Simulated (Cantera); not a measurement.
Adiabatic ignition

An adiabatic, constant-volume homogeneous reactor starts with CH4 : CO : O2 : N2 = 1 : 0.22 : 2.64 : 9.92 (molar parts), at 1375 K and 0.987 atm.

Computed with Cantera and GRI-Mech 3.0 (53 species, 325 reactions).

```
t (s)     T (K)  P (bar)   x CH4    x CO    x O2   x C2H     x H2O
--------  -----  -------  ------  ------  ------  ------  --------
5.00e-6    1375     1.00  0.0726  0.0160   0.192  <1e-12   1.12e-8
1.13e-5    1375    1.000  0.0726  0.0160   0.192  <1e-12   3.40e-8
2.55e-5    1375    1.000  0.0726  0.0160   0.192  <1e-12   1.06e-7
5.77e-5    1375    1.000  0.0726  0.0160   0.192  <1e-12   3.85e-7
0.000130   1375    1.000  0.0726  0.0160   0.192  <1e-12   1.71e-6
0.000294   1375     1.00  0.0726  0.0160   0.192  <1e-12   8.96e-6
0.000665   1375     1.00  0.0725  0.0160   0.192  <1e-12   5.53e-5
0.00150    1378     1.00  0.0721  0.0160   0.191  <1e-12  0.000354
0.00340    1404     1.02  0.0680  0.0167   0.188  <1e-12   0.00368
0.00767    2783     2.07  <1e-12  0.0283  0.0413  <1e-12     0.121
0.0173     2783     2.07  <1e-12  0.0283  0.0412  <1e-12     0.121
0.0392     2783     2.07  <1e-12  0.0283  0.0412  <1e-12     0.121
0.0885     2783     2.07  <1e-12  0.0283  0.0412  <1e-12     0.121
0.200      2783     2.07  <1e-12  0.0283  0.0412  <1e-12     0.121
```
x: mole fraction; the columns are a selection and need not sum to one.

time of steepest temperature rise: 4.07 ms
temperature at 0.200 s: 2783 K
equilibrium temperature: 2783 K
x(CH4) at 0.200 s: <1e-12 (gas-phase equilibrium <1e-12)
x(CO) at 0.200 s: 0.0283 (gas-phase equilibrium 0.0283)
x(O2) at 0.200 s: 0.0412 (gas-phase equilibrium 0.0412)
